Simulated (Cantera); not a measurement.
A Cantera script and what it prints.

```python
import numpy as np
import cantera as ct

gas_names = [...]  # 92 gases of nasa_gas.yaml made of C, H, N
cond_names = """
    C(gr) C6H6(L) C7H8(L) C8H18(L),n-octa
""".split()


# ... load() reads the species with a 1 bar reference pressure and builds the phases ...
atoms = {
    'C2H2': {'C': 2, 'H': 2},
    'H2': {'H': 2},
    'N2': {'N': 2},
}
top_T = {'C(gr)': 4500}  # K; cautious upper limits of use, not melting points


# ... equilibrate(T, P, feed) seeds the gas with the atoms and calls Mixture.equilibrate('TP', solver="vcs", rtol=1e-11, max_steps=5000) ...
results = []
feed = {'C2H2': 1, 'H2': 58, 'N2': 2.5}  # mol
T = 725  # K
P = 15  # Pa
mix = equilibrate(T, P, feed)
results.append((T, P, feed, dict(zip(mix.species_names, mix.species_moles))))
x = sorted(zip(gas.X, gas.species_names), reverse=True)
print(f"T = {T:g} K  P = {P:g} Pa  gas = {mix.phase_moles(0):.4g} mol")
print("   x: " + "  ".join(f"{s} {v:.3e}" for v, s in x if v > 1e-06))
print("   condensed (mol): " + ("  ".join(f"{mix.phase(i).name} {mix.phase_moles(i):.4g}"
      for i in range(1, mix.n_phases) if mix.phase_moles(i) > 1e-12) or "none"))
```

Result:

```
T = 725 K  P = 15 Pa  gas = 61.46 mol
   x: H2 9.586e-01  N2 4.068e-02  CH4 7.073e-04
   condensed (mol): C(gr) 1.957
```

These are equilibrium values from Cantera (NASA tables, ideal gas, pure condensed phases), not measurements of a reactor.
